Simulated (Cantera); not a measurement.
What does this Cantera script print?

```python
import numpy as np
import cantera as ct

gas = ct.Solution("gri30.yaml")
gas.TPX = 1675, 32, {'C2H6': 1, 'N2': 26}
inlet = ct.Reservoir(gas, clone=True)

reactor = ct.IdealGasConstPressureReactor(gas, energy="off", clone=False)
exhaust = ct.Reservoir(gas, clone=True)
tau = [0.95, 0.22, 0.053, 0.012, 0.0029, 0.00069, 0.00016][0]
for a, b in ((inlet, reactor), (reactor, exhaust)):
    ct.MassFlowController(a, b, mdot=lambda t: reactor.mass / tau)
net = ct.ReactorNet([reactor])
show = ['C2H6', 'H2', 'CH3', 'CH4', 'CH2']

rows = []
print(f"{'tau/s':>10s}{'T/K':>9s}" + "".join(f"{s:>11s}" for s in show))
for tau in [0.95, 0.22, 0.053, 0.012, 0.0029, 0.00069, 0.00016]:
    net.initial_time = 0.0
    net.advance(30 * tau)
    before = gas.X
    net.advance(40 * tau)
    drift = np.max(np.abs(gas.X - before) / (gas.X + 1e-9))
    rows.append([gas.T, *gas[show].X, drift])
    print(f"{tau:10.3e}{gas.T:9.1f}" + "".join(f"{x:11.3e}" for x in gas[show].X))
```

Output:

```
     tau/s      T/K       C2H6         H2        CH3        CH4        CH2
 9.500e-01   1675.0  5.952e-04  5.024e-02  3.376e-03  7.899e-03  2.309e-05
 2.200e-01   1675.0  2.318e-03  3.779e-02  6.828e-03  9.080e-03  3.716e-05
 5.300e-02   1675.0  8.292e-03  2.163e-02  1.186e-02  6.163e-03  4.782e-05
 1.200e-02   1675.0  2.344e-02  5.703e-03  1.169e-02  1.398e-03  3.202e-05
 2.900e-03   1675.0  3.401e-02  2.993e-04  4.743e-03  1.272e-04  5.017e-06
 6.900e-04   1675.0  3.636e-02  2.651e-06  1.273e-03  8.093e-06  1.262e-07
 1.600e-04   1675.0  3.688e-02  2.979e-08  3.017e-04  4.449e-07  1.642e-09
```

Detailed kinetics in Cantera: GRI-Mech 3.0 (53 species, 325 reactions). GRI-Mech 3.0 stops at C3 and has no aromatics, soot or wall deposition, so with more carbon than oxygen in the feed, carbon stays in small species such as C2H2 where larger ones or solid carbon would form. Radical loss at walls, strong at low pressure, is not modelled.
